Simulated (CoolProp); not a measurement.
Vapour pressure (kPa) of diethyl ether: the reference equation beside estimates from Tc = 467.9 K, pc = 3717 kPa, ω = 0.282. Clausius-Clapeyron is anchored at 296.2 K with a constant enthalpy of vaporisation of 27.27 kJ/mol.

Values from CoolProp's reference Helmholtz-energy equation of state, Thol 2014.

| T (K) | reference | Lee-Kesler | Clausius-Clapeyron | van der Waals | Redlich-Kwong | Soave-Redlich-Kwong | Peng-Robinson |
|---|---|---|---|---|---|---|---|
| 276.8 | 29.30 | 28.51 | 30.52 | 297.5 | 65.52 | 28.81 | 29.59 |
| 286.5 | 44.82 | 43.81 | 45.59 | 362.7 | 93.92 | 44.11 | 44.95 |
| 296.2 | 66.33 | 65.13 | 66.33 | 437.1 | 130.8 | 65.39 | 66.19 |
| 305.9 | 95.33 | 94.00 | 94.23 | 521.0 | 177.6 | 94.17 | 94.78 |
| 315.6 | 133.5 | 132.1 | 131.0 | 615.0 | ___ | 132.1 | 132.4 |
| 325.3 | ___ | 181.3 | 178.6 | 719.6 | 306.8 | 181.2 | 180.8 |
| 335 | 244.6 | 243.5 | 239.2 | 835.2 | ___ | 243.3 | 241.9 |
| 344.8 | 322.4 | 321.6 | 315.9 | 963.6 | 494.3 | 321.5 | 318.9 |
| 354.5 | 416.7 | 416.2 | 409.9 | 1103 | 612.7 | 416.6 | 412.3 |

**Question.** Complete the blanks.

**Answer.** 
- 315.6, Redlich-Kwong: 235.8
- 325.3, reference: 182.6
- 335, Redlich-Kwong: 392.1

Absolute difference from the reference over all 9 rows, mean and median: Lee-Kesler 1.2 and 1.0 %, Clausius-Clapeyron 1.9 and 1.9 %, van der Waals 432.2 and 360.7 %, Redlich-Kwong 80.2 and 76.6 %, Soave-Redlich-Kwong 0.9 and 1.0 %, Peng-Robinson 0.8 and 1.0 %.
